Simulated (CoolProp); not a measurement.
Vapour-liquid equilibrium of isohexane (1) + n-heptane (2) at 0.739 bar; x and y are mole fractions of (1).

Model: multi-fluid Helmholtz-energy mixture model, Lemmon 2006 and Span 2003; pair parameters Bell 2016, in CoolProp.

Give the bubble temperature and the first vapour's composition at x = 0.35, 0.575, 0.875. Is there an azeotrope?

x = 0.35: 70.2 °C, y = 0.632; x = 0.575: 62.0 °C, y = 0.819; x = 0.875: 53.6 °C, y = 0.962. No azeotrope shows between x = 0.05 and 0.95.

The pair parameters rest on a limited set of measurements; away from them the model extrapolates.
